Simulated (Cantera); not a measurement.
What does this Cantera script print?

```python
import numpy as np
import cantera as ct

gas = ct.Solution("gri30.yaml")
gas.TPX = 450, 100000, {'CH4': 1, 'O2': 4.76, 'N2': 19, 'H2O': 0.74}
inlet = ct.Reservoir(gas, clone=True)
gas.equilibrate("HP")  # start burning
reactor = ct.IdealGasConstPressureReactor(gas, energy="on", clone=False)
exhaust = ct.Reservoir(gas, clone=True)
tau = [0.054, 0.019, 0.0065, 0.0023, 0.0008, 0.00028, 9.7e-05, 3.4e-05, 1.2e-05][0]
for a, b in ((inlet, reactor), (reactor, exhaust)):
    ct.MassFlowController(a, b, mdot=lambda t: reactor.mass / tau)
net = ct.ReactorNet([reactor])
show = ['CH4', 'O2', 'H2O', 'H2', 'C2H']

rows = []
print(f"{'tau/s':>10s}{'T/K':>9s}" + "".join(f"{s:>11s}" for s in show))
for tau in [0.054, 0.019, 0.0065, 0.0023, 0.0008, 0.00028, 9.7e-05, 3.4e-05, 1.2e-05]:
    net.initial_time = 0.0
    net.advance(30 * tau)
    before = gas.X
    net.advance(40 * tau)
    drift = np.max(np.abs(gas.X - before) / (gas.X + 1e-9))
    rows.append([gas.T, *gas[show].X, drift])
    print(f"{tau:10.3e}{gas.T:9.1f}" + "".join(f"{x:11.3e}" for x in gas[show].X))
```

It prints:

```
     tau/s      T/K        CH4         O2        H2O         H2        C2H
 5.400e-02   1365.3  8.507e-05  1.087e-01  1.070e-01  6.032e-05  6.286e-13
 1.900e-02   1353.6  1.865e-04  1.094e-01  1.066e-01  1.377e-04  1.153e-12
 6.500e-03   1315.3  5.711e-04  1.119e-01  1.053e-01  4.002e-04  2.269e-12
 2.300e-03    450.0  3.922e-02  1.867e-01  2.902e-02  7.119e-18  2.922e-49
 8.000e-04    450.0  3.922e-02  1.867e-01  2.902e-02  1.367e-20  1.150e-56
 2.800e-04    450.0  3.922e-02  1.867e-01  2.902e-02  8.637e-22  9.282e-60
 9.700e-05    450.0  3.922e-02  1.867e-01  2.902e-02  5.455e-23  2.303e-61
 3.400e-05    450.0  3.922e-02  1.867e-01  2.902e-02  3.446e-24  7.381e-63
 1.200e-05    450.0  3.922e-02  1.867e-01  2.902e-02  2.177e-25  2.731e-64
```

Cantera simulation using GRI-Mech 3.0 (53 species, 325 reactions); the numbers are that mechanism's predictions, not measurements.
